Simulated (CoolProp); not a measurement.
Computed with CoolProp (reference Helmholtz-energy equation of state, Lemmon 2003). It is a pseudo-pure fit of the blend.

Task: For R507A, give the phase and the cv (kJ/(kg K)), conductivity (mW/(m K)), Prandtl number at -68.15 °C and 0.133 MPa; -68.15 °C and 0.458 MPa; -68.15 °C and 2.37 MPa.

Result: 
- -68.15 °C and 0.133 MPa: liquid; cv 0.787, conductivity 103, Prandtl number 5.66
- -68.15 °C and 0.458 MPa: liquid; cv 0.787, conductivity 103, Prandtl number 5.67
- -68.15 °C and 2.37 MPa: liquid; cv 0.788, conductivity 104, Prandtl number 5.73

Viscosity comes from a separate model (Geller 2000). Thermal conductivity comes from a separate model (Geller 2001).
